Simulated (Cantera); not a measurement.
Input (Python, Cantera):

```python
import numpy as np
import cantera as ct

gas = ct.Solution("gri30.yaml")
gas.TPX = 1648, 300000, {'CO': 1, 'H2': 0.16, 'CH4': 0.27, 'O2': 0.862, 'N2': 3.24, 'CO2': 0.21}
reactor = ct.IdealGasReactor(gas, energy="on", clone=False)
net = ct.ReactorNet([reactor])
net.rtol, net.atol = 1e-08, 1e-16
show = ['CO', 'H2', 'CH4', 'OH', 'N2O', 'CH3', 'C2H']
times = np.geomspace(1e-06, 1, 14)

steps = ct.SolutionArray(gas, extra=["t"])
rows = []
print(f"{'t/s':>10s}{'T/K':>9s}{'P/Pa':>11s}" + "".join(f"{s:>11s}" for s in show))
for t in times:
    while net.time < t:
        t_next = net.step()
        steps.append(gas.state, t=t_next)
    rows.append([np.interp(t, steps.t, y) for y in (steps.T, steps.P, *steps(*show).X.T)])
    print(f"{t:10.3e}{rows[-1][0]:9.1f}{rows[-1][1]:11.4g}" + "".join(f"{x:11.3e}" for x in rows[-1][2:]))
rate = np.gradient(steps.T, steps.t)
print("integrator steps:", len(steps.t))
if steps.T.max() > steps.T[0] + 200:
    print(f"time of steepest temperature rise: {steps.t[rate.argmax()]:.4e} s")
gas.TPX = 1648, 300000, {'CO': 1, 'H2': 0.16, 'CH4': 0.27, 'O2': 0.862, 'N2': 3.24, 'CO2': 0.21}
gas.equilibrate("UV")
print(f"equilibrium (UV): T = {gas.T:.1f} K  " + "  ".join(f"{s} {gas[s].X[0]:.3e}" for s in show))
```

It prints:

```
       t/s      T/K       P/Pa         CO         H2        CH4         OH        N2O        CH3        C2H
 1.000e-06   1648.0      3e+05  1.742e-01  2.786e-02  4.702e-02  3.451e-07  4.332e-12  3.790e-06  4.880e-22
 2.894e-06   1648.0      3e+05  1.742e-01  2.786e-02  4.700e-02  8.094e-07  2.359e-11  1.873e-05  1.268e-19
 8.377e-06   1648.2      3e+05  1.741e-01  2.783e-02  4.688e-02  3.727e-06  1.665e-10  1.295e-04  2.938e-16
 2.424e-05   1676.6  3.052e+05  1.740e-01  2.754e-02  4.214e-02  8.048e-05  4.649e-09  1.734e-03  1.398e-10
 7.017e-05   3018.2   5.43e+05  1.357e-01  1.384e-02  5.132e-14  2.026e-02  1.153e-06  5.077e-13  7.569e-17
 2.031e-04   3011.8  5.414e+05  1.361e-01  1.404e-02  5.803e-14  1.915e-02  1.253e-06  5.453e-13  7.759e-17
 5.878e-04   3005.9  5.403e+05  1.365e-01  1.416e-02  6.025e-14  1.868e-02  1.328e-06  5.547e-13  7.658e-17
 1.701e-03   3005.7  5.403e+05  1.365e-01  1.417e-02  6.031e-14  1.867e-02  1.330e-06  5.550e-13  7.655e-17
 4.924e-03   3005.7  5.403e+05  1.365e-01  1.417e-02  6.031e-14  1.867e-02  1.330e-06  5.550e-13  7.655e-17
 1.425e-02   3005.7  5.403e+05  1.365e-01  1.417e-02  6.031e-14  1.867e-02  1.330e-06  5.550e-13  7.655e-17
 4.125e-02   3005.7  5.403e+05  1.365e-01  1.417e-02  6.031e-14  1.867e-02  1.330e-06  5.550e-13  7.655e-17
 1.194e-01   3005.7  5.403e+05  1.365e-01  1.417e-02  6.031e-14  1.867e-02  1.330e-06  5.550e-13  7.655e-17
 3.455e-01   3005.7  5.403e+05  1.365e-01  1.417e-02  6.031e-14  1.867e-02  1.330e-06  5.550e-13  7.655e-17
 1.000e+00   3005.7  5.403e+05  1.365e-01  1.417e-02  6.031e-14  1.867e-02  1.330e-06  5.550e-13  7.655e-17
integrator steps: 1654
time of steepest temperature rise: 3.5478e-05 s
equilibrium (UV): T = 3005.7 K  CO 1.365e-01  H2 1.417e-02  CH4 7.856e-14  OH 1.867e-02  N2O 1.330e-06  CH3 7.229e-13  C2H 7.983e-17
```

Model: GRI-Mech 3.0 (53 species, 325 reactions), integrated in Cantera. Above 3000 K some thermodynamic fits are extrapolated.
